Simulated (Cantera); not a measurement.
Input: 1 mol N2O, 0.076 mol SO2, a varied amount of H2, at 2475 °C and 15.8 Torr.

Equilibrium computed with Cantera from the NASA thermochemical tables; the gas is ideal and each condensed phase is pure. Candidate condensed phases: H2O, H2SO4, S; 35 gas species. Kinetics and transport are ignored.

**Question.** At 4.7 mol H2, list the 7 most abundant gas species with their mole fractions, and the condensed phases.

**Answer.** H2 0.395, H 0.295, N2 0.143, H2O 0.119, OH 0.0238, O 0.0112, SO 0.00469. Condensed: gas only.
